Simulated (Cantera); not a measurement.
Cantera run:

```python
import numpy as np
import cantera as ct

gas_names = """
    AL ALCL ALCL2 ALCL3 ALH ALO ALOCL ALOH ALO2 ALO2H AL2 AL2CL6 AL2O AL2O2 CL CLO CL2 H HALO HCL HOCL
    HO2 H2 H2O H2O2 O OH O2 O3
""".split()
cond_names = """
    AL(cr) AL(L) ALCL3(s) ALCL3(L) AL2O3(a) AL2O3(L) H2O(s) H2O(L)
""".split()


# ... load() reads the species with a 1 bar reference pressure and builds the phases ...
atoms = {
    'Al2O3': {'AL': 2, 'O': 3},
    'HCl': {'H': 1, 'CL': 1},
    'H2': {'H': 2},
}
top_T = {}  # K; cautious upper limits of use, not melting points


# ... equilibrate(T, P, feed) seeds the gas with the atoms and calls Mixture.equilibrate('TP', solver="vcs", rtol=1e-11, max_steps=5000) ...
results = []
feed = {'Al2O3': 1, 'HCl': 0.15, 'H2': 0.34}  # mol
T = 1200  # K
P = 1333.22  # Pa
mix = equilibrate(T, P, feed)
results.append((T, P, feed, dict(zip(mix.species_names, mix.species_moles))))
x = sorted(zip(gas.X, gas.species_names), reverse=True)
print(f"T = {T:g} K  P = {P:g} Pa  gas = {mix.phase_moles(0):.4g} mol")
print("   x: " + "  ".join(f"{s} {v:.3e}" for v, s in x if v > 0.001))
print("   condensed (mol): " + ("  ".join(f"{mix.phase(i).name} {mix.phase_moles(i):.4g}"
      for i in range(1, mix.n_phases) if mix.phase_moles(i) > 1e-12) or "none"))
```

Output:

```
T = 1200 K  P = 1333.22 Pa  gas = 0.49 mol
   x: H2 6.939e-01  HCL 3.058e-01
   condensed (mol): AL2O3(a) 1
```

Method: chemical equilibrium by Gibbs-energy minimisation in Cantera with the NASA 1993 tables (ideal gas, pure condensed phases).
